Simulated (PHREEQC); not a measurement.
# Nickel, zinc or cadmium bath (model solution)

Solution (17 °C): 33 mmol/kgw CdCl2, 39 mmol/kgw H3BO3 and 0.049 mmol/kgw H2SO4. Closed to the air; pH follows from the charge balance.

Computed with PHREEQC (ion-association model, wateq4f.dat).

Each row changes one thing in this solution. No solid was allowed to form.

```tsv
case	pH	ionic strength (mol/kgw)	Cl- (mol/kgw)	CdCl+ (mol/kgw)	Cd+2 (mol/kgw)	CdCl2 (mol/kgw)	SI of CdOHCl (CdOHCl)
as made	4.08	0.0533	0.0420	0.0195	0.0112	0.00218	-3.36
CdCl2 from 0.033 to 0.0066 mol/kgw	4.05	0.0147	0.0106	0.00245	0.00405	8.20e-5	-4.25
temperature from 17 to 30 °C	4.08	0.0529	___	0.0196	0.0110	0.00226	-3.14
H2SO4 left out	5.29	0.0532	0.0420	0.0195	0.0112	0.00218	-2.14
CdCl2 from 0.033 to 0.066 mol/kgw	4.09	0.0904	0.0740	0.0421	0.0161	___	-3.03
CdCl2 from 0.033 to 0.0033 mol/kgw	4.04	0.00821	0.00569	0.000872	0.00240	1.66e-5	-4.69
```

Question: What belongs in the gaps?

Answer: 
- temperature from 17 to 30 °C, Cl- (mol/kgw): 0.0417
- CdCl2 from 0.033 to 0.066 mol/kgw, CdCl2 (mol/kgw): 0.00753
